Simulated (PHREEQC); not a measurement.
PHREEQC input (ion-association model, wateq4f.dat):

```
SOLUTION_MASTER_SPECIES
  An  An-  0  An  62.0  # stands for a non-complexing anion
SOLUTION_SPECIES
  An- = An-
    -log_k 0
    -gamma 3.0 0
PHASES
  Fix_H+
    H+ = H+
    -log_k 0
SOLUTION 1
  temp 25
  units mmol/kgw
  pH 7 charge
  S(6) 0.0091
  Ag 0.0182
  Cl 2.2
  Pb 1.1
  Na 100
  An 100
END
SELECTED_OUTPUT 1
  -reset false
  -pH true
  -pe true
  -ionic_strength true
  -water true
  -totals Ag Cl Na Pb S S(-2) S(6)
  -molalities Hfo_wOH Hfo_wOH2+ Hfo_wO- Hfo_sOH Hfo_sOH2+ Hfo_sO- Hfo_sOPb+ Hfo_wOPb+ Hfo_sOAg Hfo_wOAg
    Hfo_wSO4- Hfo_wOHSO4-2
  -saturation_indices Pb(OH)2 Anglesite Cotunnite Laurionite Larnakite Cerargyrite Ag2O Ag2SO4 Halite Mirabilite
USER_PUNCH 1
  -headings sigma psi
  10 PUNCH EDL("sigma", "Hfo"), EDL("psi", "Hfo")
PRINT
  -reset false
USE solution 1
SURFACE 1
  Hfo_wOH 0.00292135 600 1.3
  Hfo_sOH 7.30337e-05
EQUILIBRIUM_PHASES 1
  Fix_H+ -4 HAn 10
    -force_equality true
  O2(g) -0.68 10
END
# ... the last block is repeated for the other 12 points of pH, with NaOH or the acid as the point needs
```

Selected output (columns that matter, 13 of 13 rows; pH added in front):

```
pH	mu	Ag	Cl	Na	Pb	S	si_Pb(OH)2	si_Anglesite	si_Cotunnite	si_Larnakite	si_Cerargyrite	si_Ag2O	si_Halite	si_Mirabilite
4	0.10442	1.82e-05	0.0022	0.1	0.0010186	3.6645e-08	-3.5926	-3.6211	-4.2405	-6.5722	1.5337	-15.443	-5.4753	-9.0884
4.67	0.10369	1.8199e-05	0.0022	0.1	0.00089132	7.6021e-08	-2.3099	-3.3562	-4.2957	-5.0247	1.5339	-14.105	-5.474	-8.7658
5.33	0.10197	1.8195e-05	0.0022	0.1	0.0003899	1.9323e-07	-1.3477	-3.2939	-4.6461	-4.0001	1.5344	-12.791	-5.4698	-8.3444
6	0.10161	1.8173e-05	0.0022	0.10077	6.8364e-05	5.0923e-07	-0.7665	-3.6234	-5.4007	-3.7484	1.5341	-11.456	-5.4642	-7.9082
6.67	0.10174	1.8076e-05	0.0022	0.10124	8.6286e-06	1.6705e-06	-0.3395	-4.0193	-6.3131	-3.7174	1.5318	-10.121	-5.4619	-7.3871
7.33	0.1019	1.7711e-05	0.0021999	0.10159	1.1075e-06	5.1385e-06	0.03	-4.4821	-7.2635	-3.8106	1.5229	-8.8191	-5.4605	-6.8966
8	0.10204	1.6432e-05	0.0021999	0.10187	1.6898e-07	8.375e-06	0.3463	-5.2939	-8.2868	-4.3061	1.4904	-7.5446	-5.4591	-6.6825
8.67	0.10216	1.2873e-05	0.0021999	0.10209	4.2637e-08	9.0326e-06	0.611	-6.3367	-9.361	-5.0842	1.3844	-6.4176	-5.4577	-6.6481
9.33	0.10227	7.2133e-06	0.0021999	0.1023	2.0702e-08	9.0942e-06	0.865	-7.4	-10.425	-5.8935	1.1328	-5.6027	-5.4559	-6.6438
10	0.10247	2.9087e-06	0.0021999	0.10259	2.4285e-08	9.0991e-06	1.1895	-8.4157	-11.439	-6.5846	0.7378	-5.0541	-5.454	-6.6417
10.67	0.10306	1.1549e-06	0.0021999	0.10329	9.8589e-08	9.0995e-06	1.6877	-9.2586	-12.281	-6.9295	0.3333	-4.5232	-5.4512	-6.6374
11.33	0.10536	6.2897e-07	0.0021999	0.10568	2.3077e-06	9.0995e-06	2.4647	-9.8058	-12.826	-6.6996	0.0508	-3.7666	-5.4429	-6.6236
12	0.11633	4.039e-07	0.0021999	0.11671	0.00012743	9.0995e-06	3.1263	-10.503	-13.512	-6.7352	-0.2827	-3.0855	-5.4072	-6.5647
```

Along this series the solution becomes supersaturated in solids that the run did not let form, among them Pb(OH)2, Cerargyrite. Complexes and solids missing from the database can't appear.
